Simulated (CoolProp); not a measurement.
Saturation properties of nitrous oxide (Tc = 36.4 °C, pc = 72.45 bar, ω = 0.161).

Computed with CoolProp (reference Helmholtz-energy equation of state, Lemmon 2006). It is a short technical equation, of lower accuracy than the large ones.

```csv
T (°C),p (bar),liquid density (kg/m³),vapour density (kg/m³),enthalpy of vaporisation (kJ/kg),liquid cp (kJ/(kg K)),surface tension (mN/m)
-68.45,2.935,1170,8.039,350.6,1.746,19.2
-62.85,3.793,1152,10.23,343.4,1.759,18.0
-57.15,4.851,1134,12.91,335.9,1.775,16.8
-51.55,6.093,1115,16.04,328.2,1.794,15.6
-45.85,7.587,1095,19.81,319.9,1.817,14.4
-40.25,9.305,1076,24.15,311.4,1.843,13.2
-34.55,11.33,1055,29.32,302.3,1.874,12.0
-28.95,13.63,1034,35.23,292.9,1.911,10.9
```

It boils at -88.5 °C under 1 atm.

Surface tension comes from a separate correlation (Mulero 2012).
